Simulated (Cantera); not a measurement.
Pyrogenic steam for wet oxidation

An isothermal, constant-pressure homogeneous reactor starts with 28.1 % H2, 17.5 % O2, 54.4 % N2, equivalence ratio 0.80, at 1175 K and 0.188 atm.

Model: the H2/O2 subset of GRI-Mech 3.0, which has no nitrogen chemistry, integrated in Cantera. The temperature is held fixed by assumption; the heat of reaction is taken as removed at once.

| t (s) | x H2 | x O2 | x OH | x O | x H |
|---|---|---|---|---|---|
| 0.000500 | 0.0235 | 0.0556 | 0.00417 | 0.00745 | 0.0389 |
| 0.00131 | 0.00555 | 0.0431 | 0.00164 | 0.00115 | 0.00311 |
| 0.00343 | 0.000811 | 0.0410 | 0.000528 | 0.000137 | 0.000134 |
| 0.00900 | 0.000108 | 0.0408 | 0.000190 | 1.74e-5 | 6.41e-6 |
| 0.0236 | 1.60e-5 | 0.0408 | 8.06e-5 | 2.99e-6 | 4.33e-7 |
| 0.0618 | 3.07e-6 | 0.0408 | 3.92e-5 | 6.98e-7 | 4.48e-8 |
| 0.162 | 7.93e-7 | 0.0408 | 2.12e-5 | 2.04e-7 | 6.73e-9 |
| 0.424 | 2.51e-7 | 0.0408 | 1.23e-5 | 6.86e-8 | 1.28e-9 |
| 1.11 | 9.15e-8 | 0.0408 | 7.46e-6 | 2.54e-8 | 2.92e-10 |
| 2.91 | 4.14e-8 | 0.0408 | 4.92e-6 | 1.11e-8 | 8.84e-11 |
| 7.63 | 2.89e-8 | 0.0408 | 3.96e-6 | 7.17e-9 | 5.03e-11 |
| 20.0 | 2.79e-8 | 0.0408 | 3.86e-6 | 6.81e-9 | 4.73e-11 |
x: mole fraction; the columns are a selection and need not sum to one.

Equilibrium at this temperature and pressure: H2 2.79e-8, O2 0.0408, OH 3.86e-6, O 6.81e-9, H 4.73e-11 (gas phase only).
